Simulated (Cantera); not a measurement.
# Premixed flame

A freely propagating, adiabatic, planar premixed flame of 8.11 % CH₄, 19.3 % O₂, 72.6 % N₂, equivalence ratio 0.84, unburnt at 550 K and 760 Torr; unity-Lewis-number transport, grid criteria slope 0.08 and curve 0.16, no radiation.

Detailed kinetics in Cantera: GRI-Mech 3.0 (53 species, 325 reactions). Unity Lewis numbers drop preferential diffusion, which matters most where H2 and H carry the flame. Burning velocities carry a grid error of a few per cent, more on coarse grids.

| z (mm) | T (K) | u (m/s) | x CH₄ | x O₂ | x CH₂CO | x NO | x OH | x H₂ |
|---|---|---|---|---|---|---|---|---|
| -1.17 | 550 | 0.768 | 0.0811 | 0.193 | 2.49e-8 | <1e-8 | <1e-8 | 5.93e-6 |
| -0.779 | 554 | 0.774 | 0.0808 | 0.193 | 2.39e-7 | 2.11e-8 | <1e-8 | 5.69e-5 |
| -0.584 | 566 | 0.791 | 0.0801 | 0.191 | 9.44e-7 | 8.46e-8 | <1e-8 | 0.000225 |
| -0.390 | 636 | 0.890 | 0.0758 | 0.185 | 5.00e-6 | 4.73e-7 | 1.84e-7 | 0.00119 |
| -0.195 | 979 | 1.38 | 0.0536 | 0.151 | 2.63e-5 | 2.83e-6 | 8.25e-6 | 0.00621 |
| -0.0974 | 1339 | 1.90 | 0.0289 | 0.112 | 5.06e-5 | 5.75e-6 | 0.000207 | 0.0117 |
| 0 | 1711 | 2.46 | 0.00526 | 0.0682 | 4.45e-5 | 9.96e-6 | 0.00323 | 0.0141 |
| 0.0974 | 1850 | 2.66 | 0.000196 | 0.0483 | 5.34e-6 | 1.44e-5 | 0.00796 | 0.00958 |
| 0.195 | 1902 | 2.73 | 4.99e-6 | 0.0433 | 2.62e-7 | 1.75e-5 | 0.00919 | 0.00852 |
| 0.390 | 1972 | 2.81 | <1e-8 | 0.0398 | <1e-8 | 2.20e-5 | 0.00940 | 0.00774 |
| 0.779 | 2052 | 2.91 | <1e-8 | 0.0370 | <1e-8 | 2.92e-5 | 0.00866 | 0.00587 |
| 1.56 | 2124 | 3.00 | <1e-8 | 0.0346 | <1e-8 | 4.03e-5 | 0.00724 | 0.00378 |
| 3.12 | 2177 | 3.06 | <1e-8 | 0.0328 | <1e-8 | 5.70e-5 | 0.00574 | 0.00226 |
x: mole fraction of selected species; z is measured from the peak of heat release.

laminar burning velocity: 76.8 cm/s
thermal thickness: 0.390 mm
peak x(CH₂CO): 5.80e-5
peak x(OH): 0.00943
peak x(H₂): 0.0146
grid points: 127
